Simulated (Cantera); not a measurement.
Input: 1 mol SiCl4, 2.2 mol HCl, 4 mol H2, held at 1077 °C and 75.0 Torr.

These are equilibrium values from Cantera (NASA tables, ideal gas, pure condensed phases), not measurements of a reactor. Candidate condensed phases: Si; 19 gas species. The tables' values for SiCl3 are old estimates; treat these amounts as uncertain. Kinetics and transport are ignored.

Base state: H2 0.511, HCl 0.353, SiCl4 0.0960, SiCl3 0.0169, SiCl2 0.0148, SiHCl3 0.00796, SiH2Cl2 9.63e-5 (mole fractions); condensed: gas only.

**Question.** What changes in the equilibrium state with this change: H2 from 4 to 0.4 mol?

**Answer.** 
```tsv
species	before	after
HCl	0.353	0.625
SiCl4	0.0960	0.259
H2	0.511	0.0997
SiCl2	0.0148	0.00248
SiCl3	0.0169	0.0114
SiH2Cl2	9.63e-5	3.16e-6
Cl	3.10e-6	1.24e-5
SiHCl3	0.00796	0.00237
```

**Question.** What changes in the equilibrium state with this change: temperature from 1077 °C to 1052 °C?

**Answer.** 
| species | before | after |
|---|---|---|
| H2 | 0.511 | 0.520 |
| HCl | 0.353 | 0.343 |
| SiCl4 | 0.0960 | 0.104 |
| SiCl2 | 0.0148 | 0.0105 |
| SiCl3 | 0.0169 | 0.0141 |
| SiH2Cl2 | 9.63e-5 | 8.94e-5 |
| SiHCl3 | 0.00796 | 0.00804 |

**Question.** What changes in the equilibrium state with this change: pressure from 75.0 Torr to 360 Torr?

**Answer.** 
```csv
species,before,after
H2,0.511,0.531
HCl,0.353,0.332
SiCl4,0.0960,0.113
SiCl2,0.0148,0.00426
SiCl3,0.0169,0.00982
SiHCl3,0.00796,0.0104
SiH2Cl2,9.63e-5,0.000138
```
